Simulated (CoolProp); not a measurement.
A single-stage vapour-compression cycle with R1233zd(E): evaporating at 323.15 K (dew point), condensing at 361.15 K (bubble point), superheat 2 K, subcooling 5 K, compressor efficiency 0.85, no pressure losses. Each further row changes one setting.

Model: reference Helmholtz-energy equation of state, Akasaka 2022, in CoolProp.

```
case                              cooling COP  pressure ratio  discharge temperature (K)  refrigerating effect (kJ/kg)  volumetric capacity (kJ/m³)
--------------------------------  -----------  --------------  -------------------------  ----------------------------  ---------------------------
as stated                                6.19            2.71                      361.2                           137                         2120
evaporating temperature 328.15 K         7.40            2.34                      361.2                           140                         2510
condensing temperature 356.15 K          7.34            2.41                      356.2                           143                         2230
subcooling 10 K                          6.49            2.71                      361.2                           143                         2230
superheat 12 K                              …            2.71                      370.6                             …                            …
compressor efficiency 0.75               5.46            2.71                          …                           137                         2120
```

What belongs in the gaps?


- superheat 12 K, cooling COP: 6.29
- superheat 12 K, refrigerating effect (kJ/kg): 146
- superheat 12 K, volumetric capacity (kJ/m³): 2170
- compressor efficiency 0.75, discharge temperature (K): 363.7

The compression ends wet for: as stated; evaporating temperature 328.15 K; subcooling 10 K.
